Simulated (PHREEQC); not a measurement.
1 kg of water holding 0.098 mol/kgw KCl, 0.017 mol/kgw Na2SO4, 0.0085 mol/kgw Na2CO3, 0.015 mol/kgw NaCl and 0.0048 mol/kgw Na2B4O7 is evaporated at 20 °C; the solids stay in contact with the brine. No CO2 enters from the air. Solids allowed: Arcanite, Burkeite, Glaserite, Halite, Kalicinite, Mirabilite, Misenite, Nahcolite, Natron, Sylvite, Thenardite, Trona, Borax, Boric_acid,s, KB5O8:4H2O, K2B4O7:4H2O, NaBO2:4H2O, NaB5O8:5H2O, Teepleite. Others were left out.

Equilibrium calculation in PHREEQC: Pitzer model, pitzer.dat.

```tsv
water left (kg)	ionic strength	water activity	Sylvite (mol)	Halite (mol)
1	0.194	0.995	0	0
0.8219	0.236	0.994	0	0
0.6755	0.287	…	0	0
0.5552	0.349	…	0	0
0.4563	0.425	0.989	0	0
0.3751	0.517	0.986	0	0
0.3083	0.629	0.983	0	0
0.2083	0.934	0.976	0	0
0.1712	1.14	0.971	0	0
0.1407	1.39	…	0	0
0.1157	1.69	0.958	0	0
0.09517	2.06	0.949	0	0
0.07826	2.51	0.938	0	0
0.06438	3.06	0.925	0	0
0.05298	3.73	…	0	0
0.0436	…	0.887	0	0
0.03591	5.18	0.865	0	0
0.0295	5.81	…	0	0
0.02421	6.61	0.807	0	0
0.01626	7.59	0.772	0.0279	0
0.01332	8.13	0.753	0.0410	0
0.01091	8.83	0.729	…	0
0.008909	9.46	0.705	…	0.00173
0.007288	9.72	0.702	0.0613	0.00977
0.005942	10.1	0.698	0.0634	0.0165
0.004852	10.5	0.693	0.0651	0.0220
```

Question: Complete the blanks.

Answer: 
- 0.6755, water activity: 0.992
- 0.5552, water activity: 0.991
- 0.1407, water activity: 0.965
- 0.05298, water activity: 0.908
- 0.0436, ionic strength: 4.54
- 0.0295, water activity: 0.840
- 0.01091, Sylvite (mol): 0.0515
- 0.008909, Sylvite (mol): 0.0587
